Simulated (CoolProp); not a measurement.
Properties of p-xylene along the isobar 0.101 MPa.

Values from CoolProp's reference Helmholtz-energy equation of state, Zhou 2012.

| T (K) | phase | cp (kJ/(kg K)) | speed of sound (m/s) | Joule-Thomson coefficient (K/MPa) | isothermal compressibility (1/MPa) | viscosity (µPa s) |
|---|---|---|---|---|---|---|
| 353.5 | liquid | 1.904 | 1090 | -0.3926 | (withheld) | 345 |
| 361.7 | liquid | 1.933 | 1058 | -0.3792 | 0.001421 | (withheld) |
| 369.9 | liquid | (withheld) | 1026 | -0.3654 | 0.001521 | 301 |
| 378.2 | liquid | 1.991 | 994.8 | -0.3509 | (withheld) | 282 |
| 386.4 | liquid | 2.021 | 963.6 | -0.3360 | 0.001752 | (withheld) |
| 394.7 | liquid | 2.051 | 932.3 | -0.3202 | 0.001888 | 249 |
| 402.9 | liquid | 2.081 | 901.5 | -0.3038 | (withheld) | 234 |

Question: Complete the blanks.

Answer: 
- 353.5, isothermal compressibility (1/MPa): 0.001331
- 361.7, viscosity (µPa s): 321
- 369.9, cp (kJ/(kg K)): 1.962
- 378.2, isothermal compressibility (1/MPa): 0.001632
- 386.4, viscosity (µPa s): 265
- 402.9, isothermal compressibility (1/MPa): 0.002037

Viscosity comes from a separate model (Balogun 2015).
